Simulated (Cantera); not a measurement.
Charge: 1 mol Hg, 0.012 mol O2, 32 mol H2, held at 625 K and 0.133 bar.

Equilibrium computed with Cantera from the NASA thermochemical tables; the gas is ideal and each condensed phase is pure. Candidate condensed phases: H2O, Hg, HgO; 10 gas species. Rates play no part.

Base state: H2 0.969, Hg 0.0303, H2O 0.000727 (mole fractions); condensed: gas only.

Problem. What changes in the equilibrium state with this change: Hg replaced by HgO?

Solution. 
| species | before | after |
|---|---|---|
| H2 | 0.969 | 0.939 |
| H2O | 0.000727 | 0.0310 |
| Hg | 0.0303 | 0.0303 |

Problem. What changes in the equilibrium state with this change: O2 from 0.012 to 0.27 mol?

Solution. 
| species | before | after |
|---|---|---|
| H2 | 0.969 | 0.953 |
| Hg | 0.0303 | 0.0303 |
| H2O | 0.000727 | 0.0164 |
